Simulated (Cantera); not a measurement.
# Catalytic combustion on Pt

An isothermal plug-flow reactor at 950 K and 525 Torr (inlet), inlet velocity 0.19 m/s, active area per volume 120 1/m; feed CH₄ : O₂ : N₂ : H₂O = 0.0069 : 0.078 : 0.79 : 0.033 (molar parts).

Computed with Cantera and Deutschmann's 1995 Pt surface mechanism with GRI-Mech 3.0 gas chemistry. Catalytic surfaces can have several steady states; this one follows from the mechanism file's or the stated starting coverage. Mass transfer to the wall is taken as infinitely fast.

```tsv
z (m)	x CH₄	x O₂	x H₂O	x CO₂	x CO	θ free Pt	θ O*	θ OH*
0.00016	0.00756	0.0858	0.0364	3.46e-5	1.93e-6	0.170	0.827	0.00324
0.00028	0.00754	0.0858	0.0365	6.13e-5	2.53e-6	0.170	0.827	0.00324
0.0005	0.00749	0.0857	0.0366	0.000111	2.92e-6	0.170	0.827	0.00325
0.00089	0.00740	0.0855	0.0368	0.000198	3.02e-6	0.170	0.827	0.00326
0.0016	0.00724	0.0852	0.0371	0.000355	2.97e-6	0.170	0.827	0.00327
0.0028	0.00698	0.0847	0.0376	0.000614	2.87e-6	0.170	0.826	0.00330
0.005	0.00652	0.0838	0.0385	0.00107	2.68e-6	0.171	0.826	0.00334
0.0089	0.00578	0.0823	0.0400	0.00180	2.39e-6	0.171	0.825	0.00341
0.016	0.00463	0.0800	0.0423	0.00294	1.92e-6	0.172	0.824	0.00351
```
x: gas mole fraction; θ: surface coverage.
